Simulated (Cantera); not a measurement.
A closed system holds: 1 mol SiH₂Cl₂, 0.8 mol NH₃, 8.4 mol N₂, at 1775 K and 1.00 bar.

Method: chemical equilibrium by Gibbs-energy minimisation in Cantera with the NASA 1993 tables (ideal gas, pure condensed phases). The tables' values for SiCl₃ are old estimates; treat these amounts as uncertain. Rates play no part.

```
species          before     after
-------------  --------  --------
N₂                0.724     0.435
H₂                0.128     0.276
HCl               0.127     0.237
SiCl₂            0.0162    0.0369
SiH₂Cl₂         1.12e-5   5.47e-5
SiHCl₃         0.000262   0.00111
SiCl₄           0.00110   0.00406
SiCl₃           0.00325   0.00941
H              0.000104  0.000152
Cl              7.89e-5  0.000101
Si₃N₄(s), mol     0.254     0.238
```
Gas species are given as mole fractions.

Question: Name the change that produced these shifts.
A. pressure from 1.00 bar to 37.0 mbar
B. temperature from 1775 K to 848 K
C. N₂ from 8.4 to 2.5 mol
D. temperature from 1775 K to 798 K

Answer: C, N₂ from 8.4 to 2.5 mol
